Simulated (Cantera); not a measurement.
Input: 1 mol PbS, 10 mol H₂, held at 1500 K and 1.00 bar.

Method: chemical equilibrium by Gibbs-energy minimisation in Cantera with the NASA 1993 tables (ideal gas, pure condensed phases). Candidate condensed phases: Pb, PbS, S; 10 gas species. The numbers say what is thermodynamically allowed, not how fast it happens.

Base state: H₂ 0.884, PbS 0.0589, H₂S 0.0324, Pb 0.0246, SH 0.000154, S₂ 0.000102, H 1.65e-5, Pb₂ 1.03e-5 (mole fractions); condensed: Pb(l).

Question: What changes in the equilibrium state with this change: 0.17 mol NH₃ added?

Answer: 
```
species       before     after
----------  --------  --------
H₂             0.884     0.879
PbS           0.0589    0.0572
H₂S           0.0324    0.0313
N₂                 0   0.00754
Pb            0.0246    0.0246
S₂          0.000102   9.57e-5
SH          0.000154  0.000149
H            1.65e-5   1.65e-5
Pb₂          1.03e-5   1.03e-5
Pb(l), mol    0.0889    0.0791
```
